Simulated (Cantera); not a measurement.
A perfectly stirred reactor is fed with H₂ : O₂ : N₂ = 0.32 : 1 : 8.6 (molar parts), equivalence ratio 0.16, at 0.940 bar; it is held at 1150 K, and followed from long to short residence time.

Detailed kinetics in Cantera: the H2/O2 subset of GRI-Mech 3.0, which has no nitrogen chemistry.

Question: What does this change do: O2 1 to 0.22 parts?

Answer: 
```json
[
 {"quantity": "x(H₂) at τ = 13.0 s", "before": "1.01e-5", "after": "1.57e-5"},
 {"quantity": "x(O₂) at τ = 13.0 s", "before": "0.0861", "after": "0.00669"},
 {"quantity": "x(H) at τ = 13.0 s", "before": "2.64e-8", "after": "3.53e-7"},
 {"quantity": "x(H₂O₂) at τ = 13.0 s", "before": "3.80e-8", "after": "4.11e-8"},
 {"quantity": "x(H₂O) at τ = 13.0 s", "before": "0.0328", "after": "0.0356"},
 {"quantity": "x(H₂) at τ = 0.360 s", "before": "0.000114", "after": "0.000167"},
 {"quantity": "x(O₂) at τ = 0.360 s", "before": "0.0861", "after": "0.00675"},
 {"quantity": "x(H) at τ = 0.360 s", "before": "9.51e-7", "after": "1.23e-5"},
 {"quantity": "x(H₂O₂) at τ = 0.360 s", "before": "2.78e-7", "after": "2.55e-7"},
 {"quantity": "x(H₂O) at τ = 0.360 s", "before": "0.0326", "after": "0.0354"}
]
```
The temperature is held fixed by assumption; the heat of reaction is taken as removed at once.
